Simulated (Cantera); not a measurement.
# Gas-phase reforming

A perfectly stirred reactor is fed with 5.07 % CH4, 35.0 % CO2, 59.9 % H2, at 1.00 atm; it is held at 1625 K, and followed from long to short residence time.

Detailed kinetics in Cantera: GRI-Mech 3.0 (53 species, 325 reactions).

| τ (s) | x CH4 | x CO2 | x H2 | x O2 | x C2H2 |
|---|---|---|---|---|---|
| 5.2 | 0.0103 | 0.0607 | 0.392 | 2.54e-11 | 0.00380 |
| 1.2 | 0.0180 | 0.0723 | 0.377 | 2.74e-11 | 0.00781 |
| 0.29 | 0.0286 | 0.102 | 0.381 | 2.59e-11 | 0.00810 |
| 0.067 | 0.0412 | 0.176 | 0.437 | 1.71e-11 | 0.00389 |
| 0.016 | 0.0481 | 0.272 | 0.524 | 8.34e-12 | 0.000974 |
| 0.0037 | 0.0501 | 0.328 | 0.577 | 3.75e-12 | 0.000154 |
| 0.00086 | 0.0505 | 0.345 | 0.594 | 1.18e-12 | 1.16e-5 |
| 0.00020 | 0.0506 | 0.349 | 0.598 | <1e-12 | 1.65e-7 |
x: mole fraction; the columns are a selection and need not sum to one.
